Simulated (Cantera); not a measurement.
Mixture: CH₄ : C₂H₆ : O₂ : N₂ = 2.6 : 0.032 : 1.76 : 6.62 (molar parts), equivalence ratio 3.0, at 1.00 bar, adiabatic and at constant volume. Ignition delay is the time to a rise of 400 K.

Detailed kinetics in Cantera: GRI-Mech 3.0 (53 species, 325 reactions).

Problem. Predict: delay at 1298 K; delay at 1448 K; delay at 1598 K; delay at 1748 K; delay at 1898 K; apparent activation energy between 1748 and 1898 K.

Solution. 
```json
{
  "delay at 1298 K": "13.8 ms",
  "delay at 1448 K": "2.10 ms",
  "delay at 1598 K": "0.420 ms",
  "delay at 1748 K": "0.123 ms",
  "delay at 1898 K": "50.8 µs",
  "apparent activation energy between 1748 and 1898 K": "160 kJ/mol"
}
```
